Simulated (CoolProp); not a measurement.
The fluid at 327.08 K and 1.07 MPa flows at 0.47 m/s in a round tube of 10 mm bore and 15 µm roughness, fully developed (64/Re and Nu = 3.66 if laminar; Colebrook and Gnielinski if turbulent). The same conditions are run with several fluids, on thermodynamics alone (safety and materials aside).

The numbers come from the reference Helmholtz-energy equation of state of each fluid (n-butane: Bücker 2006; R236EA: Rui 2013; p-xylene: Zhou 2012; n-decane: Lemmon 2006; n-octane: Beckmüller 2019) in CoolProp.

Rank n-butane, R236EA, p-xylene, n-decane, n-octane by Reynolds number, highest first.

R236EA (23600), n-butane (20700), p-xylene (8800), n-octane (8450), n-decane (5630)

```tsv
fluid	Darcy friction factor	pressure drop (Pa/m)	heat-transfer coefficient (W/(m² K))	mass flow (kg/h)
n-butane	0.0287	171	1160	71.6
R236EA	0.0281	413	1130	177
p-xylene	0.0340	313	855	111
n-decane	0.0379	295	665	93.7
n-octane	0.0344	257	834	89.8
```

Transport values come from each fluid's own correlations; those of R236EA are estimates that may be off by 10 % or more.
